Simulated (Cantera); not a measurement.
Feed: 1 mol Si3N4, 24 mol H2O, at 1302 °C and 18.0 Pa.

These are equilibrium values from Cantera (NASA tables, ideal gas, pure condensed phases), not measurements of a reactor. Candidate condensed phases: H2O, Si, SiO2, Si2N2O, Si3N4; 35 gas species. The tables hold silica as quartz up to 1696 K and as liquid above; real silica turns to tridymite and cristobalite and melts near 1996 K. Rates play no part.

Base state: H2O 0.692, H2 0.230, N2 0.0769, H 0.00149, OH 0.000162, SiO 2.49e-5 (mole fractions); condensed: SiO2(β-quartz).

Q: What changes in the equilibrium state with this change: pressure from 18.0 Pa to 133 Pa?

A: 
```json
[
 {"species": "H2O", "before": "0.692", "after": "0.692"},
 {"species": "H2", "before": "0.230", "after": "0.230"},
 {"species": "N2", "before": "0.0769", "after": "0.0769"},
 {"species": "H", "before": "0.00149", "after": "0.000546"},
 {"species": "SiO", "before": "2.49e-5", "after": "3.37e-6"},
 {"species": "OH", "before": "0.000162", "after": "5.96e-5"},
 {"species": "SiO2(β-quartz), mol", "before": "3.00", "after": "3.00"}
]
```
